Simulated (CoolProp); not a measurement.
Aqueous magnesium chloride as a coolant, at 14 °C, 1 atm.

Model: Melinder's fits for secondary coolants, in CoolProp.

| mass % | freezing point (°C) | conductivity (W/(m K)) | cp (kJ/(kg K)) | density (kg/m³) | Prandtl number |
|---|---|---|---|---|---|
| 3.5 | -2.0 | 0.580 | 3.976 | [?] | 9.37 |
| 6.3 | -4.0 | 0.575 | [?] | 1053 | [?] |
| 9.2 | -7.2 | 0.568 | 3.644 | 1078 | 10.9 |
| 12 | -11.3 | [?] | 3.488 | 1103 | 12.5 |
| 14.8 | -16.4 | 0.553 | 3.341 | 1129 | 14.1 |
| 17.7 | -22.6 | [?] | [?] | 1155 | 15.6 |
| 20.5 | -30.2 | 0.536 | 3.071 | 1182 | 18.9 |
| 23.4 | -41.4 | 0.525 | 2.941 | 1213 | 36.4 |

Question: Complete the blanks.

Answer: 
- 3.5, density (kg/m³): 1029
- 6.3, cp (kJ/(kg K)): 3.811
- 6.3, Prandtl number: 9.77
- 12, conductivity (W/(m K)): 0.560
- 17.7, conductivity (W/(m K)): 0.544
- 17.7, cp (kJ/(kg K)): 3.199
